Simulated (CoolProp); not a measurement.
A single-stage vapour-compression cycle with hydrogen sulfide: evaporating at 272.15 K (dew point), condensing at 318.15 K (bubble point), superheat 8 K, subcooling 2 K, compressor efficiency 0.7, no pressure losses. Each further row changes one setting.

The numbers come from the reference Helmholtz-energy equation of state, Lemmon 2006 in CoolProp. It is a short technical equation, of lower accuracy than the large ones.

```json
[
 {"case": "as stated", "cooling COP": "3.23", "pressure ratio": "3.19", "discharge temperature (K)": "404.2", "refrigerating effect (kJ/kg)": "376", "volumetric capacity (kJ/m³)": "6140"},
 {"case": "evaporating temperature 277.15 K", "cooling COP": "3.76", "pressure ratio": "2.76", "discharge temperature (K)": "393.3", "refrigerating effect (kJ/kg)": "379", "volumetric capacity (kJ/m³)": "7100"},
 {"case": "condensing temperature 313.15 K", "cooling COP": "3.73", "pressure ratio": "2.86", "discharge temperature (K)": "391.1", "refrigerating effect (kJ/kg)": "388", "volumetric capacity (kJ/m³)": "6340"},
 {"case": "subcooling 7 K", "cooling COP": "3.33", "pressure ratio": "3.19", "discharge temperature (K)": "404.2", "refrigerating effect (kJ/kg)": "388", "volumetric capacity (kJ/m³)": "6340"},
 {"case": "superheat 18 K", "cooling COP": "3.17", "pressure ratio": "3.19", "discharge temperature (K)": "418.8", "refrigerating effect (kJ/kg)": "388", "volumetric capacity (kJ/m³)": "6040"},
 {"case": "compressor efficiency 0.6", "cooling COP": "2.77", "pressure ratio": "3.19", "discharge temperature (K)": "420.2", "refrigerating effect (kJ/kg)": "376", "volumetric capacity (kJ/m³)": "6140"}
]
```
